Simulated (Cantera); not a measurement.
## Gas-phase reforming

A perfectly stirred reactor is fed with 48.3 % CH₄, 31.9 % H₂O, 19.8 % H₂, at 1.80 bar; it is held at 1623 K, and followed from long to short residence time.

Model: GRI-Mech 3.0 (53 species, 325 reactions), integrated in Cantera. GRI-Mech 3.0 stops at C3 and has no aromatics, soot or wall deposition, so with more carbon than oxygen in the feed, carbon stays in small species such as C2H2 where larger ones or solid carbon would form.

```
τ (s)     x CH₄   x H₂O   x H₂    x C₂H₂      x CO
-------  ------  ------  -----  --------  --------
9.0      0.0617  0.0638  0.687    0.0491     0.129
2.6      0.0744   0.112  0.642    0.0686    0.0901
0.76     0.0954   0.168  0.587    0.0877    0.0495
0.22      0.138   0.218  0.519    0.0943    0.0198
0.064     0.216   0.254  0.436    0.0792   0.00601
0.019     0.316   0.283  0.343    0.0493   0.00153
0.0055    0.406   0.304  0.263    0.0199  0.000326
0.0016    0.457   0.314  0.219   0.00438   6.61e-5
0.00046   0.476   0.318  0.203  0.000422   1.08e-5
```
x: mole fraction; the columns are a selection and need not sum to one.
